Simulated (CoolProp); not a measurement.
Vapour pressure (bar) of R114: the reference equation beside estimates from Tc = 147.5 °C, pc = 33.52 bar, ω = 0.252. Clausius-Clapeyron is anchored at 20.85 °C with a constant enthalpy of vaporisation of 22.16 kJ/mol.

Computed with CoolProp (reference Helmholtz-energy equation of state, Platzer 1990). This equation is an older, rougher fit; its heat capacities, sound speeds and derivatives of the liquid may be far off and weren't checked against measurements.

| T (°C) | reference | Lee-Kesler | Clausius-Clapeyron | van der Waals | Soave-Redlich-Kwong |
|---|---|---|---|---|---|
| 20.85 | 1.872 | 1.849 | 1.872 | 6.671 | 1.848 |
| 32.85 | 2.739 | 2.718 | 2.672 | 8.158 | 2.717 |
| 44.85 | 3.882 | 3.865 | 3.712 | 9.844 | 3.869 |
| 56.85 | [?] | 5.338 | 5.034 | [?] | 5.355 |
| 68.85 | 7.198 | 7.189 | [?] | 13.85 | 7.233 |
| 80.75 | 9.463 | 9.454 | 8.686 | 16.16 | 9.539 |
| 92.75 | [?] | 12.23 | 11.12 | [?] | 12.37 |
| 104.75 | 15.60 | 15.57 | 14.01 | 21.53 | 15.78 |

**Question.** What belongs in the gaps?

**Answer.** 
- 56.85, reference: 5.350
- 56.85, van der Waals: 11.74
- 68.85, Clausius-Clapeyron: 6.684
- 92.75, reference: 12.25
- 92.75, van der Waals: 18.73

Absolute difference from the reference over all 8 rows, mean and median: Lee-Kesler 0.4 and 0.2 %, Clausius-Clapeyron 5.9 and 6.5 %, van der Waals 122.7 and 105.9 %, Soave-Redlich-Kwong 0.7 and 0.8 %.
